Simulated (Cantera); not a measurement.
A freely propagating, adiabatic, planar premixed flame of H2 : O2 : N2 = 1 : 0.909 : 2.55 (molar parts), equivalence ratio 0.55, unburnt at 575 K and 100.0 Torr; mixture-averaged transport, grid criteria slope 0.08 and curve 0.16, no radiation.

Detailed kinetics in Cantera: the H2/O2 subset of GRI-Mech 3.0, which has no nitrogen chemistry. Burning velocities carry a grid error of a few per cent, more on coarse grids. Lean hydrogen flames are cellular in practice and burn faster than this planar one.

**Question.** Predict: laminar burning velocity; thermal thickness; peak x(O); peak x(HO2); peak x(OH).

**Answer.** 
```json
{
  "laminar_burning_velocity": "469 cm/s",
  "thermal_thickness": "5.53 mm",
  "peak x(O)": "0.0217",
  "peak x(HO2)": "7.24e-5",
  "peak x(OH)": "0.0171"
}
```
